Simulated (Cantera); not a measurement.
## Premixed flame

A freely propagating, adiabatic, planar premixed flame of 9.64 % CH₄, 1.45 % CO, 22.3 % O₂, 64.5 % N₂, 2.12 % CO₂, equivalence ratio 0.90, unburnt at 600 K and 143 Torr; mixture-averaged transport, grid criteria slope 0.08 and curve 0.16, no radiation.

Cantera simulation using GRI-Mech 3.0 (53 species, 325 reactions); the numbers are that mechanism's predictions, not measurements. Burning velocities carry a grid error of a few per cent, more on coarse grids.

| z (mm) | T (K) | u (m/s) | x CH₄ | x CO | x O₂ | x HCN | x O | x CH₂ |
|---|---|---|---|---|---|---|---|---|
| -3.69 | 600 | 2.13 | 0.0964 | 0.0145 | 0.223 | <1e-8 | <1e-8 | <1e-8 |
| -2.46 | 601 | 2.14 | 0.0962 | 0.0144 | 0.222 | <1e-8 | 2.82e-8 | <1e-8 |
| -1.84 | 603 | 2.15 | 0.0958 | 0.0145 | 0.222 | <1e-8 | 1.87e-7 | <1e-8 |
| -1.23 | 638 | 2.29 | 0.0931 | 0.0151 | 0.219 | <1e-8 | 2.32e-6 | 1.77e-8 |
| -0.615 | 948 | 3.45 | 0.0714 | 0.0261 | 0.193 | 1.96e-7 | 5.79e-5 | 1.16e-6 |
| -0.307 | 1344 | 4.97 | 0.0406 | 0.0460 | 0.152 | 6.96e-7 | 0.000381 | 2.21e-5 |
| 0 | 1731 | 6.47 | 0.0112 | 0.0675 | 0.102 | 1.63e-6 | 0.00210 | 6.91e-5 |
| 0.307 | 1896 | 7.12 | 0.00129 | 0.0704 | 0.0698 | 1.57e-6 | 0.00621 | 2.23e-5 |
| 0.615 | 1932 | 7.24 | 8.40e-5 | 0.0625 | 0.0565 | 7.34e-7 | 0.00932 | 1.78e-6 |
| 1.23 | 1957 | 7.30 | 3.76e-7 | 0.0507 | 0.0492 | 1.05e-7 | 0.0109 | <1e-8 |
| 2.46 | 1988 | 7.38 | <1e-8 | 0.0427 | 0.0460 | <1e-8 | 0.0109 | <1e-8 |
| 4.92 | 2029 | 7.51 | <1e-8 | 0.0401 | 0.0444 | <1e-8 | 0.0101 | <1e-8 |
| 9.84 | 2091 | 7.70 | <1e-8 | 0.0382 | 0.0427 | <1e-8 | 0.00868 | <1e-8 |
x: mole fraction of selected species; z is measured from the peak of heat release.

* **laminar burning velocity**: 213 cm/s
* **thermal thickness**: 1.23 mm
* **peak x(HCN)**: 1.82e-6
* **peak x(O)**: 0.0110
* **peak x(CH₂)**: 6.91e-5
* **grid points**: 165
